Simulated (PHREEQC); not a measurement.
A column of 0.2 m (40 cells, dispersivity 0.016 m, 300 s a shift, diffusion coefficient 3e-10 m²/s) holds 0.14 eq of the database's cation exchanger X per kg of pore water, first in equilibrium with 0.00044 mol/kgw LiCl, 0.00093 mol/kgw ZnSO4 and 1e-05 mol/kgw HCl. It is flushed with 0.029 mol MgCl2, 0.048 mol CdCl2, 0.011 mol MnCl2 and 1e-05 mol HCl per kg of water, at 25 °C. Values are for the last cell. CO2 from the air is kept out. Precipitation was switched off in this run.

The series has 33 steps of pore volumes, from 0 to 4.013.

The numbers come from PHREEQC with the ion-association model, phreeqc.dat.

Question: After how many pore volumes does Cd at the outlet first reach half of its feed value?

Answer: By 1.3 pore volumes.

Question: After how many pore volumes does Mg at the outlet first reach half of its feed value?

Answer: By 2.1 pore volumes.

Question: After how many pore volumes does Mn at the outlet first reach half of its feed value?

Answer: By 1.8 pore volumes.

Complexes and solids missing from the database can't appear.
